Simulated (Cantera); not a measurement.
What does this Cantera script print?

```python
import numpy as np
import cantera as ct

gas_names = """
    Fe FeO Fe(OH)2 H HNO HNO2 HNO3 HO2 H2 H2O H2O2 N NH NH2 NH3 NH2OH NO NO2 NO3 N2 N2H2 N2H4 N2O O OH
    O2 O3
""".split()
cond_names = """
    Fe(a) Fe(c) Fe(d) Fe(L) FeO(s) FeO(L) Fe(OH)2(s) Fe(OH)3(s) Fe2O3(s) Fe3O4(s) H2O(s) H2O(L)
""".split()


def load(file, names, dense=False):
    # The tables refer to 1 bar. Condensed volumes are neglected.
    table = {s.name: s for s in ct.Species.list_from_file(file)}
    out = []
    for n in names:
        d = dict(table[n].input_data)
        d["thermo"] = dict(d["thermo"], **{"reference-pressure": 1e5})
        if dense:
            d["equation-of-state"] = {"model": "constant-volume", "density": "1e6 g/cm^3"}
        out.append(ct.Species.from_dict(d))
    return out


gas = ct.Solution(thermo="ideal-gas", species=load("nasa_gas.yaml", gas_names))
cond = {s.name: ct.Solution(thermo="fixed-stoichiometry", species=[s], name=s.name)
        for s in load("nasa_condensed.yaml", cond_names, dense=True)}
atoms = {
    'Fe': {'Fe': 1},
    'H2O': {'H': 2, 'O': 1},
    'N2': {'N': 2},
}
top_T = {'Fe2O3(s)': 1830, 'Fe3O4(s)': 1870}  # K; cautious upper limits of use, not melting points


def equilibrate(T, P, feed):
    n = {}
    for name, mol in feed.items():
        for a, k in atoms[name].items():
            n[a] = n.get(a, 0.0) + k * mol
    gas.TPX = T, P, n
    mass = sum(n.values()) * gas.mean_molecular_weight
    gas.equilibrate("TP")
    valid = [c for c in cond.values() if c.min_temp <= T <= top_T.get(c.name, c.max_temp)]
    mix = ct.Mixture([(gas, mass / gas.mean_molecular_weight)] + [(c, 0.0) for c in valid])
    mix.T, mix.P = T, P
    mix.equilibrate("TP", solver="vcs", rtol=1e-11, max_steps=5000)
    return mix


results = []
feed = {'Fe': 1, 'H2O': 1.5, 'N2': 1.4}  # mol
T = 925  # K
P = 280000  # Pa
mix = equilibrate(T, P, feed)
results.append((T, P, feed, dict(zip(mix.species_names, mix.species_moles))))
x = sorted(zip(gas.X, gas.species_names), reverse=True)
print(f"T = {T:g} K  P = {P:g} Pa  gas = {mix.phase_moles(0):.4g} mol")
print("   x: " + "  ".join(f"{s} {v:.3e}" for v, s in x if v > 1e-05))
print("   condensed (mol): " + ("  ".join(f"{mix.phase(i).name} {mix.phase_moles(i):.4g}"
      for i in range(1, mix.n_phases) if mix.phase_moles(i) > 1e-12) or "none"))
```

Result:

```
T = 925 K  P = 280000 Pa  gas = 2.899 mol
   x: N2 4.828e-01  H2 3.444e-01  H2O 1.725e-01  NH3 3.910e-04
   condensed (mol): FeO(s) 1
```

Equilibrium computed with Cantera from the NASA thermochemical tables; the gas is ideal and each condensed phase is pure. The tables' stoichiometric FeO is somewhat more stable than real wüstite, so its field is too wide. FeO: taken at fixed stoichiometry.
